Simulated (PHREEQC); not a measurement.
Dissolve 0.016 mol/kgw HF and 0.019 mol/kgw NH4F at 20 °C. Closed to the air; pH follows from the charge balance.

Computed with PHREEQC (ion-association model, phreeqc.dat).

No solid was allowed to form.

**Question.** Order these F species by the share of F that they hold, largest first: HF2-, F-, HF.

**Answer.** F- (54 %), HF (41 %), HF2- (5.6 %)

The pH is 3.19 and the ionic strength 0.0197 mol/kgw.
